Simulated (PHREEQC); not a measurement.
Consider water at 25 °C with 0.057 mol LiBr per kg of water. Closed to the air; pH follows from the charge balance.

Equilibrium calculation in PHREEQC: ion-association model, phreeqc.dat.

This is a speciation only: nothing precipitates in the calculation.

### Question
Predict the specific conductance, density.

### Answer
specific conductance 5620 µS/cm; density 1.001 g/cm³.

Complexes and solids missing from the database can't appear.
